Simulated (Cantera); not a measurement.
**Low-pressure radical oxidation in H2/O2**

An isothermal, constant-pressure homogeneous reactor starts with H₂ : O₂ = 0.036 : 1 (molar parts), at 1025 K and 0.0133 bar.

Computed with Cantera and GRI-Mech 3.0 (53 species, 325 reactions). Radical loss at walls, strong at low pressure, is not modelled. The temperature is held fixed by assumption; the heat of reaction is taken as removed at once.

| t (s) | x H₂ | x O₂ | x OH | x H₂O | x HO₂ |
|---|---|---|---|---|---|
| 2.00e-6 | 0.0347 | 0.965 | <1e-12 | <1e-12 | 1.27e-12 |
| 1.03e-5 | 0.0347 | 0.965 | <1e-12 | <1e-12 | 6.54e-12 |
| 5.32e-5 | 0.0347 | 0.965 | 6.24e-12 | <1e-12 | 3.38e-11 |
| 0.000274 | 0.0347 | 0.965 | 9.00e-11 | 7.37e-11 | 1.75e-10 |
| 0.00141 | 0.0347 | 0.965 | 3.76e-9 | 9.81e-9 | 1.01e-9 |
| 0.00729 | 0.0164 | 0.953 | 0.00259 | 0.0144 | 5.44e-6 |
| 0.0376 | 0.000198 | 0.957 | 0.000772 | 0.0341 | 3.78e-6 |
| 0.194 | 1.42e-5 | 0.964 | 0.000204 | 0.0352 | 1.18e-6 |
| 1.00 | 6.19e-7 | 0.965 | 4.50e-5 | 0.0353 | 1.51e-7 |
x: mole fraction; the columns are a selection and need not sum to one.

Equilibrium at this temperature and pressure: H₂ 5.68e-11, O₂ 0.965, OH 4.76e-7, H₂O 0.0354, HO₂ 8.72e-10 (gas phase only).
